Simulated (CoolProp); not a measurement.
The numbers come from the reference Helmholtz-energy equation of state, Zhou 2012 in CoolProp.

### Question
For ethylbenzene, give the phase and the density (kg/m³), isothermal compressibility (1/MPa), conductivity (mW/(m K)), fugacity coefficient at 560.2 K and 1.08 MPa; 573.5 K and 1.08 MPa.

### Answer
- 560.2 K and 1.08 MPa: gas; density 29.6, isothermal compressibility 1.15, conductivity 37.4, fugacity coefficient 0.855
- 573.5 K and 1.08 MPa: gas; density 28.4, isothermal compressibility 1.12, conductivity 39.0, fugacity coefficient 0.866

Thermal conductivity comes from a separate model (Mylona 2014).
